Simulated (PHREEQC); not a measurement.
Synthetic water in mmol/kgw, 90 °C, pH 3.91, pe 9.4: Na 6.63; K 0.355; Ca 3.37; Mg 0.644; Cl 0.428; S(6) 7.64; Li 0.106; Zn 0.0423; Fe(3) 0.0337; Cu(2) 0.323.

Na is adjusted to close the charge balance.
Valence states are taken as typed.

Computed with PHREEQC (ion-association model, phreeqc.dat).

This is a speciation only: nothing precipitates in the calculation.

Q: Predict the ionic strength, specific conductance.

A: ionic strength 0.0208 mol/kgw; specific conductance 3910 µS/cm.

Q: In which forms is Ca present?

A: Ca+2 70 %, CaSO4 30 % of the Ca.

The solution is supersaturated, for example in Jarosite-K, Hematite (slow to form), so a real one may precipitate; this is no full list. Away from 25 °C the constants follow the database's enthalpies or fits; those with neither stay at their 25 °C values.
